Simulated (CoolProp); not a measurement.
Vapour-liquid equilibrium of benzene (1) + n-octane (2) at 0.937 bar; x and y are mole fractions of (1).

Model: multi-fluid Helmholtz-energy mixture model, Thol 2012 and Beckmüller 2019; pair parameters Bell 2016, in CoolProp.

```json
[
 {"x": "0.05", "bubble temperature, mixture model (°C)": "118.0", "bubble temperature, Raoult's law (°C)": "118.7", "y, mixture model": "0.168", "y, Raoult's law": "0.155"},
 {"x": "0.2", "bubble temperature, mixture model (°C)": "105.7", "bubble temperature, Raoult's law (°C)": "108.3", "y, mixture model": "0.508", "y, Raoult's law": "0.479"},
 {"x": "0.35", "bubble temperature, mixture model (°C)": "96.8", "bubble temperature, Raoult's law (°C)": "100.1", "y, mixture model": "0.693", "y, Raoult's law": "0.674"},
 {"x": "0.5", "bubble temperature, mixture model (°C)": "90.4", "bubble temperature, Raoult's law (°C)": "93.3", "y, mixture model": "0.801", "y, Raoult's law": "0.800"},
 {"x": "0.65", "bubble temperature, mixture model (°C)": "85.7", "bubble temperature, Raoult's law (°C)": "87.7", "y, mixture model": "0.873", "y, Raoult's law": "0.885"},
 {"x": "0.8", "bubble temperature, mixture model (°C)": "81.9", "bubble temperature, Raoult's law (°C)": "82.9", "y, mixture model": "0.930", "y, Raoult's law": "0.944"},
 {"x": "0.95", "bubble temperature, mixture model (°C)": "78.6", "bubble temperature, Raoult's law (°C)": "78.8", "y, mixture model": "0.982", "y, Raoult's law": "0.988"}
]
```

The largest gap from Raoult's law is -3.3 K in bubble temperature, at x = 0.35. No azeotrope shows between x = 0.05 and 0.95.

The pair parameters rest on a limited set of measurements; away from them the model extrapolates.
